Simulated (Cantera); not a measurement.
Charge: 1 mol Si₃N₄, 0.47 mol H₂O, 14 mol H₂, at 45.0 Pa.

Equilibrium computed with Cantera from the NASA thermochemical tables; the gas is ideal and each condensed phase is pure. Candidate condensed phases: H₂O, Si, SiO₂, Si₂N₂O, Si₃N₄; 35 gas species. The tables' values for SiN are old estimates; treat these amounts as uncertain. Gases not in the tables: Si₂H₆ and higher silanes. Rates play no part. All values below are at 1948 K.

Base state: H₂ 0.766, N₂ 0.109, Si 0.0516, H 0.0466, SiO 0.0256, SiH 0.000737, Si₂ 0.000470, Si₂N 0.000147 (mole fractions); condensed: Si(l).

Question: What changes in the equilibrium state with this change: pressure from 45.0 Pa to 1330 Pa?

Answer: 
```
species       before     after
----------  --------  --------
H₂             0.766     0.844
N₂             0.109     0.117
SiO           0.0256    0.0276
Si            0.0516   0.00174
H             0.0466   0.00899
Si₂         0.000470   1.59e-5
Si₃         0.000104   3.49e-6
SiN         0.000107   2.04e-5
Si₂N        0.000147   2.81e-5
SiH         0.000737  0.000142
Si(l), mol      1.54      2.49
```

Question: What changes in the equilibrium state with this change: pressure from 45.0 Pa to 13300 Pa?

Answer: 
```json
[
 {"species": "H₂", "before": "0.766", "after": "0.851"},
 {"species": "N₂", "before": "0.109", "after": "0.118"},
 {"species": "SiO", "before": "0.0256", "after": "0.0277"},
 {"species": "Si", "before": "0.0516", "after": "0.000174"},
 {"species": "H", "before": "0.0466", "after": "0.00286"},
 {"species": "Si₂", "before": "0.000470", "after": "1.59e-6"},
 {"species": "Si₃", "before": "0.000104", "after": "3.49e-7"},
 {"species": "Si(l), mol", "before": "1.54", "after": "2.52"}
]
```
